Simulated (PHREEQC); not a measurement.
Consider water at 25 °C with 0.089 mol/kgw Fe(NO3)3. Closed to the air; pH follows from the charge balance.

Model: ion-association model, phreeqc.dat, run in PHREEQC.

Each row changes one thing in this solution. This is a speciation only: nothing precipitates in the calculation.

```tsv
case	pH	ionic strength (mol/kgw)
as made	1.66	0.520
temperature from 25 to 10 °C	1.79	0.526
Fe(NO3)3 replaced by NaNO3 at the same molality	6.98	0.0890
Fe(NO3)3 replaced by Al(NO3)3 at the same molality	3.29	0.533
Fe(NO3)3 replaced by Cu(NO3)2 at the same molality	4.25	0.267
temperature from 25 to 30 °C	1.62	0.518
Fe(NO3)3 replaced by Fe2(SO4)3 at the same molality	2.47	0.275
diluted 100-fold with water	3.04	0.00367
```

Some of these states are supersaturated (in Hematite (slow to form), Goethite (slow to form), for instance). Constants without temperature data keep their 25 °C values here.
